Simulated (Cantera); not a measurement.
**Ignition delay**

Mixture: 37.7 % H₂, 14.5 % O₂, 47.8 % N₂, equivalence ratio 1.3, at 0.434 atm, adiabatic and at constant pressure. Ignition delay is the time to a rise of 400 K.

Computed with Cantera and the H2/O2 subset of GRI-Mech 3.0, which has no nitrogen chemistry. Below about 950 K walls govern HO2 and H2O2 in real vessels. Where the delays flatten at high temperature, the 400 K rule measures the pace of heat release, not the induction time.

```
T0 (K)  delay (ms)
------  ----------
900           4.12
950          0.763
1000         0.399
1050         0.254
1100         0.178
1150         0.132
1200         0.103
1250        0.0842
1300        0.0712
1350        0.0622
```
